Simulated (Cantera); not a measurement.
A Cantera script and what it prints.

```python
import numpy as np
import cantera as ct

gas_names = [...]  # 109 gases of nasa_gas.yaml made of C, Cl, H, Si
cond_names = """
    C(gr) C6H6(L) C7H8(L) C8H18(L),n-octa Si(cr) Si(L) SiC(b)
""".split()


# ... load() reads the species with a 1 bar reference pressure and builds the phases ...
atoms = {
    '(CH3)2SiCl2': {'C': 2, 'H': 6, 'Si': 1, 'CL': 2},
    'C3H8': {'C': 3, 'H': 8},
    'H2': {'H': 2},
}
top_T = {'C(gr)': 4500, 'SiC(b)': 3050}  # K; cautious upper limits of use, not melting points


# ... equilibrate(T, P, feed) seeds the gas with the atoms and calls Mixture.equilibrate('TP', solver="vcs", rtol=1e-11, max_steps=5000) ...
results = []
feed = {'(CH3)2SiCl2': 1, 'C3H8': 0.62, 'H2': 250}  # mol
T = 1875  # K
P = 2000  # Pa
mix = equilibrate(T, P, feed)
results.append((T, P, feed, dict(zip(mix.species_names, mix.species_moles))))
x = sorted(zip(gas.X, gas.species_names), reverse=True)
print(f"T = {T:g} K  P = {P:g} Pa  gas = {mix.phase_moles(0):.4g} mol")
print("   x: " + "  ".join(f"{s} {v:.3e}" for v, s in x if v > 0.0001))
print("   condensed (mol): " + ("  ".join(f"{mix.phase(i).name} {mix.phase_moles(i):.4g}"
      for i in range(1, mix.n_phases) if mix.phase_moles(i) > 1e-12) or "none"))
```

Output:

```
T = 1875 K  P = 2000 Pa  gas = 257.1 mol
   x: H2 9.873e-01  HCL 7.740e-03  H 4.605e-03  C2H2,acetylene 3.128e-04
   condensed (mol): C(gr) 2.702  SiC(b) 0.9933
```

These are equilibrium values from Cantera (NASA tables, ideal gas, pure condensed phases), not measurements of a reactor. The feed counts by its element totals alone.
